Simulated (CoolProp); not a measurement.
Saturated liquid density (kg/m³) of R152A: the reference equation beside estimates from Tc = 113.3 °C, pc = 4517 kPa, ω = 0.275. Rackett uses Z = 0.29056 − 0.08775 ω.

Computed with CoolProp (reference Helmholtz-energy equation of state, Outcalt 1996). It is a modified Benedict-Webb-Rubin equation, recast in Helmholtz form.

```
T (°C)  reference  Rackett  Redlich-Kwong  Soave-Redlich-Kwong
------  ---------  -------  -------------  -------------------
-24.35       1012    933.2          811.8                842.9
-13.45      988.8    912.0          790.6                823.3
-2.65       965.1    890.2          768.4                802.4
8.25        940.2    867.3          744.5                779.6
19.05       914.3    843.5          719.4                755.2
29.95       886.7    818.2          692.2                728.3
40.75       857.6    791.5          663.2                699.2
51.65       825.8    762.5          631.5                666.8
62.45       791.2    731.2          597.1                631.0
73.35       752.0    695.9          558.5                590.1
84.25       706.4    655.3          514.4                542.5
95.05       650.6    605.7          462.3                485.2
```

Absolute difference from the reference over all 12 rows, mean and median: Rackett 7.6 and 7.7 %, Redlich-Kwong 23.1 and 22.3 %, Soave-Redlich-Kwong 19.2 and 18.2 %.
